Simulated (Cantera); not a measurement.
A perfectly stirred reactor is fed with 94.1 % NH3, 5.93 % N2, at 0.580 bar; it is held at 1575 K, and followed from long to short residence time.

Model: the gas-phase N/H chemistry of the illustrative SiF4/NH3 mechanism in the Surface Chemkin manual (1991), integrated in Cantera. Walls and surfaces, which speed up NH3 decomposition in real reactors, are not modelled.

Q: Predict: x(NH3) at τ = 2.70 s; x(N2H4) at τ = 2.70 s; x(NH2) at τ = 2.70 s; x(H2) at τ = 2.70 s; x(H) at τ = 2.70 s; x(NH3) at τ = 41.0 ms; x(N2H4) at τ = 41.0 ms; x(NH2) at τ = 41.0 ms; x(H2) at τ = 41.0 ms; x(H) at τ = 41.0 ms.

A: 
```
Property                 Result
----------------------  -------
x(NH3) at τ = 2.70 s      0.767
x(N2H4) at τ = 2.70 s   1.24e-7
x(NH2) at τ = 2.70 s    7.40e-5
x(H2) at τ = 2.70 s       0.134
x(H) at τ = 2.70 s      5.56e-6
x(NH3) at τ = 41.0 ms     0.937
x(N2H4) at τ = 41.0 ms  1.67e-7
x(NH2) at τ = 41.0 ms   8.61e-5
x(H2) at τ = 41.0 ms    0.00257
x(H) at τ = 41.0 ms     1.11e-7
```
